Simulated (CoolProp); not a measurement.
Properties of R227EA along the isotherm 475 K.

Computed with CoolProp (reference Helmholtz-energy equation of state, Lemmon 2016).

```csv
p (MPa),phase,cv (kJ/(kg K)),speed of sound (m/s),Joule-Thomson coefficient (K/MPa),isothermal compressibility (1/MPa),expansivity (1/kK),viscosity (µPa s)
0.914,gas,0.9892,150.2,4.504,1.146,2.517,18.5
1.83,gas,0.9951,144.3,4.624,0.6006,3.014,19.1
2.74,gas,1.001,138.8,4.727,0.4216,3.610,19.9
3.66,supercritical,1.008,133.8,4.781,0.3312,4.323,21.0
4.57,supercritical,1.015,129.9,4.737,0.2756,5.112,22.5
5.48,supercritical,1.021,127.8,4.553,0.2339,5.900,24.5
6.4,supercritical,1.027,128.4,4.196,0.1968,6.539,27.1
7.31,supercritical,1.032,131.8,3.713,0.1627,6.865,30.1
```

Viscosity comes from a separate model (Huber 2003), an estimate that may be off by 10 % or more.
